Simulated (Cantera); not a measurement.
An isothermal, constant-pressure homogeneous reactor starts with CH4 : H2 : N2 = 0.012 : 1 : 0.0011 (molar parts), at 2450 K and 100.0 Torr.

Cantera simulation using GRI-Mech 3.0 (53 species, 325 reactions); the numbers are that mechanism's predictions, not measurements. GRI-Mech 3.0 stops at C3 and has no aromatics, soot or wall deposition, so with more carbon than oxygen in the feed, carbon stays in small species such as C2H2 where larger ones or solid carbon would form.

### Question
Predict: x(CH4) at 60.0 s; x(H2) at 60.0 s; x(CH2) at 60.0 s; x(C2H4) at 60.0 s; x(C2H) at 60.0 s; x(C2H2) at 60.0 s; x(H) at 60.0 s.

### Answer
| Item | Result |
|---|---|
| x(CH4) at 60.0 s | 1.52e-5 (gas-phase equilibrium 1.50e-5) |
| x(H2) at 60.0 s | 0.940 (gas-phase equilibrium 0.940) |
| x(CH2) at 60.0 s | 1.43e-6 (gas-phase equilibrium 1.41e-6) |
| x(C2H4) at 60.0 s | 5.75e-7 (gas-phase equilibrium 5.49e-7) |
| x(C2H) at 60.0 s | 1.95e-5 (gas-phase equilibrium 1.86e-5) |
| x(C2H2) at 60.0 s | 0.00529 (gas-phase equilibrium 0.00505) |
| x(H) at 60.0 s | 0.0537 (gas-phase equilibrium 0.0537) |
